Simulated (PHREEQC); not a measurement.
A solution holds 0.68 mol/kgw ZnCl2, 0.0018 mol/kgw NaCl and 0.0069 mol/kgw HCl, at 25 °C. Closed to the air; pH follows from the charge balance.

All values are PHREEQC results (ion-association model, phreeqc.dat), not measurements.

| quantity | before | after |
|---|---|---|
| pH | 2.30 | 2.30 |
| ionic strength (mol/kgw) | 1.44 | 1.39 |
| ZnOHCl (mol/kgw) | 1.44e-7 | 1.31e-7 |
| ZnOH+ (mol/kgw) | 1.50e-8 | 2.08e-8 |
| SI of Halite (NaCl) | -4.73 | -4.76 |
| SI of Zn(OH)2(e) (Zn(OH)2) | -8.14 | -8.16 |

**Question.** Name the change that produced these shifts.
(A) HCl from 0.0069 to 0.00759 mol/kgw
(B) temperature from 25 to 30 °C
(C) HCl from 0.0069 to 0.069 mol/kgw
(D) NaCl from 0.0018 to 0.00036 mol/kgw
(E) HCl replaced by BaCl2 at the same molality

**Answer.** B, temperature from 25 to 30 °C

Precipitation was switched off in this run. The ionic strength passes 0.7 mol/kgw, the rough limit of the ion-association models, in every such run.
